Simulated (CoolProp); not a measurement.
500 sccm (0 °C, 1 atm) of nitrogen bubbles through liquid toluene at 345 K and leaves saturated at a total pressure of 0.15 MPa (ideal gas phase). Each further row changes one setting.

Values from CoolProp's reference Helmholtz-energy equation of state, Lemmon 2006. It is a short technical equation, of lower accuracy than the large ones.

```csv
case,vapour pressure (kPa),mole fraction of vapour,delivery (mg/min),delivery (sccm),change of delivery for a bath 1 K warmer (%)
as stated,29.1,0.194,495,___,4.6
bath temperature 350 K,34.8,0.232,___,151,___
total pressure 0.3 MPa,29.1,___,___,53.7,4.1
```

Task: Complete the blanks.

Result: 
- as stated, delivery (sccm): 120
- bath temperature 350 K, delivery (mg/min): 621
- bath temperature 350 K, change of delivery for a bath 1 K warmer (%): 4.7
- total pressure 0.3 MPa, mole fraction of vapour: 0.0970
- total pressure 0.3 MPa, delivery (mg/min): 221
